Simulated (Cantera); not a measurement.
A closed system holds: 1 mol C2H4, 0.13 mol CO2, 0.25 mol N2, 6.9 mol H2, held at 2275 K and 100000 Pa.

These are equilibrium values from Cantera (NASA tables, ideal gas, pure condensed phases), not measurements of a reactor. Candidate condensed phases: C, C6H6, C7H8, C8H18, H2O; 136 gas species. The numbers say what is thermodynamically allowed, not how fast it happens.

### Question
What is the equilibrium state?

### Answer
```json
{
 "x(H2)": "0.931",
 "x(CO)": "0.0275",
 "x(N2)": "0.0234",
 "x(H)": "0.00819",
 "x(HCN)": "0.00563",
 "x(C2H2 (acetylene))": "0.00355",
 "x(HNC)": "0.000495",
 "x(CH4)": "0.000195",
 "x(CH3)": "3.24e-5",
 "n(C(graphite))": "1.74 mol",
 "gas_amount": "9.447 mol"
}
```
